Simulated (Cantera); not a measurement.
**Low-pressure radical oxidation in H2/O2**

An isothermal, constant-pressure homogeneous reactor starts with H2 : O2 = 0.066 : 7.5 (molar parts), equivalence ratio 0.0044, at 1248 K and 1.35 Torr.

Cantera simulation using the H2/O2 subset of GRI-Mech 3.0, which has no nitrogen chemistry; the numbers are that mechanism's predictions, not measurements. Radical loss at walls, strong at low pressure, is not modelled.

```tsv
t (s)	x H2	x O2	x O	x H2O2	x OH	x H2O
0.00100	0.00872	0.991	2.07e-9	<1e-12	1.94e-9	3.06e-10
0.00239	0.00872	0.991	7.26e-9	1.03e-12	6.31e-9	2.47e-9
0.00572	0.00872	0.991	3.21e-8	5.79e-12	2.52e-8	2.12e-8
0.0137	0.00872	0.991	3.35e-7	3.16e-11	2.48e-7	3.32e-7
0.0327	0.00865	0.991	4.85e-5	1.64e-10	3.54e-5	5.30e-5
0.0782	0.000173	0.983	0.00735	3.77e-9	0.00111	0.00779
0.187	3.20e-5	0.983	0.00773	2.06e-9	0.000805	0.00814
0.447	3.14e-5	0.983	0.00758	2.05e-9	0.000797	0.00814
1.07	3.01e-5	0.983	0.00725	2.04e-9	0.000781	0.00816
2.56	2.73e-5	0.984	0.00654	2.02e-9	0.000743	0.00821
6.12	2.19e-5	0.986	0.00520	1.95e-9	0.000666	0.00829
14.6	1.39e-5	0.988	0.00327	1.78e-9	0.000532	0.00842
35.0	6.27e-6	0.990	0.00145	1.41e-9	0.000357	0.00856
83.6	1.97e-6	0.991	0.000451	8.80e-10	0.000200	0.00865
200	4.91e-7	0.991	0.000112	4.00e-10	0.000100	0.00871
```
x: mole fraction; the columns are a selection and need not sum to one.

Equilibrium at this temperature and pressure: H2 6.93e-9, O2 0.991, O 1.57e-6, H2O2 1.34e-11, OH 1.19e-5, H2O 0.00876 (gas phase only).
